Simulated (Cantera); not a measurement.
What does this Cantera script print?

```python
import numpy as np
import cantera as ct

gas_names = """
    H H2 N NH NH2 NH3 N2 N2H2 N2H4 Si SiH SiH2 SiH3 SiH4 SiN Si2 Si2N Si3
""".split()
cond_names = """
    Si(cr) Si(L) Si3N4(a)
""".split()


def load(file, names, dense=False):
    # The tables refer to 1 bar. Condensed volumes are neglected.
    table = {s.name: s for s in ct.Species.list_from_file(file)}
    out = []
    for n in names:
        d = dict(table[n].input_data)
        d["thermo"] = dict(d["thermo"], **{"reference-pressure": 1e5})
        if dense:
            d["equation-of-state"] = {"model": "constant-volume", "density": "1e6 g/cm^3"}
        out.append(ct.Species.from_dict(d))
    return out


gas = ct.Solution(thermo="ideal-gas", species=load("nasa_gas.yaml", gas_names))
cond = {s.name: ct.Solution(thermo="fixed-stoichiometry", species=[s], name=s.name)
        for s in load("nasa_condensed.yaml", cond_names, dense=True)}
atoms = {
    'SiH4': {'Si': 1, 'H': 4},
    'N2': {'N': 2},
    'H2': {'H': 2},
    'NH3': {'N': 1, 'H': 3},
}
top_T = {'Si3N4(a)': 2400}  # K; cautious upper limits of use, not melting points


def equilibrate(T, P, feed):
    n = {}
    for name, mol in feed.items():
        for a, k in atoms[name].items():
            n[a] = n.get(a, 0.0) + k * mol
    gas.TPX = T, P, n
    mass = sum(n.values()) * gas.mean_molecular_weight
    gas.equilibrate("TP")
    valid = [c for c in cond.values() if c.min_temp <= T <= top_T.get(c.name, c.max_temp)]
    mix = ct.Mixture([(gas, mass / gas.mean_molecular_weight)] + [(c, 0.0) for c in valid])
    mix.T, mix.P = T, P
    mix.equilibrate("TP", solver="vcs", rtol=1e-11, max_steps=5000)
    return mix


results = []
feed = {'SiH4': 1, 'N2': 4.1, 'H2': 0.21, 'NH3': 0.12}  # mol
P = 36  # Pa
for T in [898, 998, 1098, 1198, 1298, 1398, 1498, 1598, 1698, 1798]:
    mix = equilibrate(T, P, feed)
    results.append((T, P, feed, dict(zip(mix.species_names, mix.species_moles))))

top = {s: max(r[3][s] / sum(r[3][g] for g in gas_names) for r in results) for s in gas_names}
cols = sorted((s for s in top if top[s] > 0.001), key=lambda s: -top[s])[:7]
seen = [c for c in cond_names if any(r[3].get(c, 0) > 1e-12 for r in results)]
print("log10 of partial pressures in bar; condensed amounts in mol")
print(f"{'T/K':>10s}" + "".join(f"{s[:9]:>10s}" for s in cols + seen))
for T, P, feed, n in results:
    ng = sum(n[g] for g in gas_names)
    print(f"{T:10.4g}" + "".join(f"{np.log10(max(n[s] / ng * P / 1e5, 1e-99)):10.3f}" for s in cols)
          + "".join(f"{n.get(c, 0):10.4g}" for c in seen))
```

Output:

```
log10 of partial pressures in bar; condensed amounts in mol
       T/K        N2        H2         H        Si    Si(cr)     Si(L)  Si3N4(a)
       898    -3.670    -3.835   -11.878   -24.631         0         0    0.3333
       998    -3.670    -3.835   -10.585   -20.569         0         0    0.3333
      1098    -3.670    -3.835    -9.524   -17.251         0         0    0.3333
      1198    -3.670    -3.835    -8.638   -14.492         0         0    0.3333
      1298    -3.670    -3.835    -7.887   -12.162         0         0    0.3333
      1398    -3.670    -3.835    -7.242   -10.169         0         0    0.3333
      1498    -3.670    -3.835    -6.683    -8.446         0         0    0.3333
      1598    -3.641    -3.883    -6.215    -7.029    0.9981         0         0
      1698    -3.643    -3.886    -5.783    -6.183         0    0.9871         0
      1798    -3.647    -3.895    -5.401    -5.511         0    0.9397         0
```

Equilibrium computed with Cantera from the NASA thermochemical tables; the gas is ideal and each condensed phase is pure. The tables' values for SiN are old estimates; treat these amounts as uncertain. Gases not in the tables: Si2H6 and higher silanes.
